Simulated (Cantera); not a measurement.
Source: NASA polynomial tables (part measured, part estimated), evaluated in Cantera. Values are per mole of reaction as written; species without (g) are pure solids or liquids, kept so even where they would boil at 1 bar.

Between 850 and 2450 K, where is each reaction favourable under standard conditions?
- PbO + 2 Cl(g) + 2 H(g) → PbCl2(g) + H2O(g)


- PbO + 2 Cl(g) + 2 H(g) → PbCl2(g) + H2O(g): ΔG° is -757 kJ at 850 K and -414 kJ at 2450 K; it stays negative (K > 1). ΔH° is -994 kJ and ΔS° -237 J/K at 2450 K.
